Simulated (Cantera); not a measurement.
A perfectly stirred reactor is fed with CH4 : O2 : N2 : H2O = 1 : 2.25 : 8.45 : 3.1 (molar parts), at 4.93 atm; it is adiabatic with a 473 K inlet, and is followed from long to short residence time, starting on the burning branch (τ in s: 0.22, 0.086, 0.034, 0.013, 0.0053, 0.0021, 0.00084, 0.00033, 0.00013, 5.2e-05, 2.1e-05).

Computed with Cantera and GRI-Mech 3.0 (53 species, 325 reactions).

Task: What does this change do: O2 2.25 to 1.8 parts?

Result: 
```json
[
 {"quantity": "blow-out, bracketed by the residence times tried", "before": "burning at 0.330 ms, out at 0.130 ms", "after": "burning at 5.30 ms, out at 2.10 ms"},
 {"quantity": "x(CH4) at τ = 0.220 s", "before": "2.90e-6", "after": "0.000688"},
 {"quantity": "x(O2) at τ = 0.220 s", "before": "0.0168", "after": "0.000372"},
 {"quantity": "x(H2O) at τ = 0.220 s", "before": "0.344", "after": "0.334"},
 {"quantity": "x(OH) at τ = 0.220 s", "before": "0.000803", "after": "3.47e-5"},
 {"quantity": "x(C2H4) at τ = 0.220 s", "before": "3.75e-10", "after": "3.03e-6"},
 {"quantity": "x(CH4) at τ = 2.10 ms", "before": "9.71e-5", "after": "0.0697"},
 {"quantity": "x(O2) at τ = 2.10 ms", "before": "0.0187", "after": "0.125"},
 {"quantity": "x(H2O) at τ = 2.10 ms", "before": "0.341", "after": "0.216"},
 {"quantity": "x(OH) at τ = 2.10 ms", "before": "0.00171", "after": "<1e-12"},
 {"quantity": "x(C2H4) at τ = 2.10 ms", "before": "3.05e-7", "after": "<1e-12"}
]
```

Task: What does this change do: pressure from 4.93 atm to 2.66 atm?

Result: 
| quantity | before | after |
|---|---|---|
| blow-out, bracketed by the residence times tried | burning at 0.330 ms, out at 0.130 ms | burning at 0.330 ms, out at 0.130 ms |
| x(CH4) at τ = 0.220 s | 2.90e-6 | 3.98e-6 |
| x(O2) at τ = 0.220 s | 0.0168 | 0.0169 |
| x(H2O) at τ = 0.220 s | 0.344 | 0.344 |
| x(OH) at τ = 0.220 s | 0.000803 | 0.000995 |
| x(C2H4) at τ = 0.220 s | 3.75e-10 | 6.61e-10 |
| x(CH4) at τ = 2.10 ms | 9.71e-5 | 0.000108 |
| x(O2) at τ = 2.10 ms | 0.0187 | 0.0195 |
| x(H2O) at τ = 2.10 ms | 0.341 | 0.339 |
| x(OH) at τ = 2.10 ms | 0.00171 | 0.00249 |
| x(C2H4) at τ = 2.10 ms | 3.05e-7 | 2.57e-7 |

Task: What does this change do: inlet temperature 473 to 575 K?

Result: 
```csv
quantity,before,after
"blow-out, bracketed by the residence times tried","burning at 0.330 ms, out at 0.130 ms","burning at 0.330 ms, out at 0.130 ms"
x(CH4) at τ = 0.220 s,2.90e-6,1.83e-6
x(O2) at τ = 0.220 s,0.0168,0.0168
x(H2O) at τ = 0.220 s,0.344,0.344
x(OH) at τ = 0.220 s,0.000803,0.00114
x(C2H4) at τ = 0.220 s,3.75e-10,1.22e-10
x(CH4) at τ = 2.10 ms,9.71e-5,7.33e-5
x(O2) at τ = 2.10 ms,0.0187,0.0185
x(H2O) at τ = 2.10 ms,0.341,0.341
x(OH) at τ = 2.10 ms,0.00171,0.00215
x(C2H4) at τ = 2.10 ms,3.05e-7,1.54e-7
```
